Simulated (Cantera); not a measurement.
Source: NASA polynomial tables (part measured, part estimated), evaluated in Cantera. Values are per mole of reaction as written; species without (g) are pure solids or liquids, kept so even where they would boil at 1 bar.

Problem. Between 300 and 1023 K, where is each reaction favourable under standard conditions?
- CO₂(g) + 8 S + 2 Na₂CO₃ → 2 Na₂SO₄ + 3 CS₂(g)

Solution. 
- CO₂(g) + 8 S + 2 Na₂CO₃ → 2 Na₂SO₄ + 3 CS₂(g): ΔG° is 151 kJ at 300 K and 24 kJ at 1023 K; it stays positive (K < 1). ΔH° is 156 kJ and ΔS° 129 J/K at 1023 K.
